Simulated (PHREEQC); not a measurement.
Consider water at 58 °C with 0.0065 mol HF and 0.0033 mol CsF per kg of water. Closed to the air; pH follows from the charge balance.

Computed with PHREEQC (ion-association model, wateq4f.dat).

This is a speciation only: nothing precipitates in the calculation.

**Question.** Order these F species by the share of F that they hold, largest first: HF2-, H2F2, F-, HF.

**Answer.** HF (59 %), F- (39 %), HF2- (2.0 %), H2F2 (0.50 %)

The pH is 3.24 and the ionic strength 0.00391 mol/kgw. Away from 25 °C the constants follow the database's enthalpies or fits; those with neither stay at their 25 °C values.
